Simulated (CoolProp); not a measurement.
50 sccm (0 °C, 1 atm) of nitrogen bubbles through liquid toluene at 300.8 K and leaves saturated at a total pressure of 0.0363 MPa (ideal gas phase). Each further row changes one setting.

Values from CoolProp's reference Helmholtz-energy equation of state, Lemmon 2006. It is a short technical equation, of lower accuracy than the large ones.

```json
[
 {"case": "as stated", "vapour pressure (kPa)": "4.35", "mole fraction of vapour": "?", "delivery (mg/min)": "?", "delivery (sccm)": "?", "change of delivery for a bath 1 K warmer (%)": "5.9"},
 {"case": "bath temperature 305.8 K", "vapour pressure (kPa)": "?", "mole fraction of vapour": "0.154", "delivery (mg/min)": "37.3", "delivery (sccm)": "?", "change of delivery for a bath 1 K warmer (%)": "5.9"},
 {"case": "total pressure 0.0726 MPa", "vapour pressure (kPa)": "4.35", "mole fraction of vapour": "?", "delivery (mg/min)": "13.1", "delivery (sccm)": "?", "change of delivery for a bath 1 K warmer (%)": "?"}
]
```

### Question
Complete the blanks.

### Answer

- as stated, mole fraction of vapour: 0.120
- as stated, delivery (mg/min): 28.0
- as stated, delivery (sccm): 6.81
- bath temperature 305.8 K, vapour pressure (kPa): 5.58
- bath temperature 305.8 K, delivery (sccm): 9.07
- total pressure 0.0726 MPa, mole fraction of vapour: 0.0599
- total pressure 0.0726 MPa, delivery (sccm): 3.19
- total pressure 0.0726 MPa, change of delivery for a bath 1 K warmer (%): 5.5
